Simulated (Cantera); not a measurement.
**Boron, boron nitride and boron oxide: B2H6 + H2O**

Input: 1 mol B2H6, a varied amount of H2O, at 2225 K and 0.133 bar.

These are equilibrium values from Cantera (NASA tables, ideal gas, pure condensed phases), not measurements of a reactor. Candidate condensed phases: B, B2O3, B3O3H3, H2O; 23 gas species. The feed counts by its element totals alone. The tables' values for BH2 are old estimates; treat these amounts as uncertain. Kinetics and transport are ignored.

```csv
n(H2O) (mol),log p H2,log p H2O,log p HBO2,log p HBO,log p B2O3,log p B2O2,log p BO,log p H
2.1,-1.01,-4.45,-3.21,-1.72,-2.81,-2.12,-2.33,-2.69
3,-0.99,-2.87,-2.05,-2.12,-2.07,-2.95,-2.74,-2.68
4,-1.02,-2.06,-1.73,-2.64,-2.25,-3.96,-3.25,-2.70
4.9,-1.06,-1.74,-1.68,-2.95,-2.45,-4.53,-3.53,-2.72
5.9,-1.10,-1.55,-1.67,-3.18,-2.64,-4.96,-3.74,-2.74
6.9,-1.15,-1.43,-1.69,-3.36,-2.79,-5.27,-3.90,-2.76
7.8,-1.18,-1.36,-1.71,-3.49,-2.91,-5.49,-4.01,-2.78
8.8,-1.21,-1.29,-1.74,-3.61,-3.02,-5.69,-4.11,-2.80
9.7,-1.24,-1.25,-1.76,-3.70,-3.11,-5.85,-4.19,-2.81
11,-1.28,-1.21,-1.79,-3.82,-3.22,-6.05,-4.29,-2.83
```
log p: log10 of the partial pressure in bar; nothing condenses.

From 2.1 mol H2O to 11 mol H2O nothing is condensed. The main B-bearing gas is HBO at 2.1 mol H2O and HBO2 at 11 mol H2O.
